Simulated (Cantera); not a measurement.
A Cantera script and what it prints.

```python
import numpy as np
import cantera as ct

gas_names = """
    H HNO HNO2 HNO3 HO2 H2 H2O H2O2 N NH NH2 NH3 NH2OH NO NO2 NO3 N2 N2H2 N2H4 N2O O OH O2 O3 V VN VO
    VO2
""".split()
cond_names = """
    H2O(s) H2O(L) V(cr) V(L) VN(s) VO(s) VO(L) V2O3(s) V2O3(L) V2O4(I) V2O4(II) V2O4(L) V2O5(s) V2O5(L)
""".split()


# ... load() reads the species with a 1 bar reference pressure and builds the phases ...
atoms = {
    'V2O5': {'V': 2, 'O': 5},
    'H2': {'H': 2},
    'N2': {'N': 2},
}
top_T = {'VN(s)': 2300}  # K; cautious upper limits of use, not melting points


# ... equilibrate(T, P, feed) seeds the gas with the atoms and calls Mixture.equilibrate('TP', solver="vcs", rtol=1e-11, max_steps=5000) ...
results = []
P = 490  # Pa
for T in [823, 973, 1123, 1273, 1423, 1573, 1723, 1873, 2023, 2173]:
    for m in [1.7, 2.4, 3.4, 4.9, 7, 9.9, 14, 20, 29, 41, 58, 82]:
        feed = {'V2O5': 1, 'H2': m, 'N2': 56}  # mol
        mix = equilibrate(T, P, feed)
        results.append((T, P, feed, dict(zip(mix.species_names, mix.species_moles))))

for T, P, feed, n in results:
    print(f"{T:7g} {feed['H2']:10.4g}  " + (" + ".join(c for c in cond_names if n.get(c, 0) > 1e-12) or "gas only"))
```

It prints:

```
    823        1.7  V2O3(s) + V2O4(II)
    823        2.4  V2O3(s)
    823        3.4  V2O3(s)
    823        4.9  V2O3(s)
    823          7  V2O3(s)
    823        9.9  V2O3(s)
    823         14  V2O3(s)
    823         20  V2O3(s)
    823         29  V2O3(s)
    823         41  V2O3(s)
    823         58  V2O3(s)
    823         82  V2O3(s)
    973        1.7  V2O3(s) + V2O4(II)
    973        2.4  V2O3(s)
    973        3.4  V2O3(s)
    973        4.9  V2O3(s)
    973          7  V2O3(s)
    973        9.9  V2O3(s)
    973         14  V2O3(s)
    973         20  V2O3(s)
    973         29  V2O3(s)
    973         41  V2O3(s)
    973         58  V2O3(s)
    973         82  V2O3(s)
   1123        1.7  V2O3(s) + V2O4(II)
   1123        2.4  V2O3(s)
   1123        3.4  V2O3(s)
   1123        4.9  V2O3(s)
   1123          7  V2O3(s)
   1123        9.9  V2O3(s)
   1123         14  V2O3(s)
   1123         20  V2O3(s)
   1123         29  V2O3(s)
   1123         41  V2O3(s)
   1123         58  V2O3(s)
   1123         82  V2O3(s)
   1273        1.7  V2O3(s) + V2O4(II)
   1273        2.4  V2O3(s)
   1273        3.4  V2O3(s)
   1273        4.9  V2O3(s)
   1273          7  V2O3(s)
   1273        9.9  V2O3(s)
   1273         14  V2O3(s)
   1273         20  V2O3(s)
   1273         29  V2O3(s)
   1273         41  V2O3(s)
   1273         58  V2O3(s)
   1273         82  V2O3(s)
   1423        1.7  V2O3(s) + V2O4(II)
   1423        2.4  V2O3(s)
   1423        3.4  V2O3(s)
   1423        4.9  V2O3(s)
   1423          7  V2O3(s)
   1423        9.9  V2O3(s)
   1423         14  V2O3(s)
   1423         20  V2O3(s)
   1423         29  V2O3(s)
   1423         41  V2O3(s)
   1423         58  V2O3(s)
   1423         82  V2O3(s)
   1573        1.7  V2O3(s) + V2O4(II)
   1573        2.4  V2O3(s)
   1573        3.4  V2O3(s)
   1573        4.9  V2O3(s)
   1573          7  V2O3(s)
   1573        9.9  V2O3(s)
   1573         14  V2O3(s)
   1573         20  V2O3(s)
   1573         29  V2O3(s)
   1573         41  V2O3(s)
   1573         58  V2O3(s)
   1573         82  V2O3(s)
   1723        1.7  V2O3(s)
   1723        2.4  V2O3(s)
   1723        3.4  V2O3(s)
   1723        4.9  V2O3(s)
   1723          7  V2O3(s)
   1723        9.9  V2O3(s)
   1723         14  V2O3(s)
   1723         20  V2O3(s)
   1723         29  V2O3(s)
   1723         41  V2O3(s)
   1723         58  V2O3(s)
   1723         82  V2O3(s)
   1873        1.7  V2O3(s)
   1873        2.4  V2O3(s)
   1873        3.4  V2O3(s)
   1873        4.9  V2O3(s)
   1873          7  V2O3(s)
   1873        9.9  V2O3(s)
   1873         14  V2O3(s)
   1873         20  V2O3(s)
   1873         29  V2O3(s)
   1873         41  V2O3(s)
   1873         58  V2O3(s)
   1873         82  V2O3(s)
   2023        1.7  V2O3(s)
   2023        2.4  V2O3(s)
   2023        3.4  V2O3(s)
   2023        4.9  V2O3(s)
   2023          7  V2O3(s)
   2023        9.9  V2O3(s)
   2023         14  V2O3(s)
   2023         20  V2O3(s)
   2023         29  V2O3(s)
   2023         41  V2O3(s)
   2023         58  V2O3(s)
   2023         82  VO(s) + V2O3(s)
   2173        1.7  gas only
   2173        2.4  gas only
   2173        3.4  gas only
   2173        4.9  gas only
   2173          7  gas only
   2173        9.9  gas only
   2173         14  gas only
   2173         20  gas only
   2173         29  gas only
   2173         41  gas only
   2173         58  gas only
   2173         82  gas only
```

Cantera equilibrium calculation (NASA polynomials, part measured and part estimated; ideal gas, pure solids and liquids). Mutual solubility and eutectic melting of coexisting phases are not modelled. VO: taken at fixed stoichiometry. Condensed phases not in the tables: the oxides between V2O3 and V2O5 other than VO2.
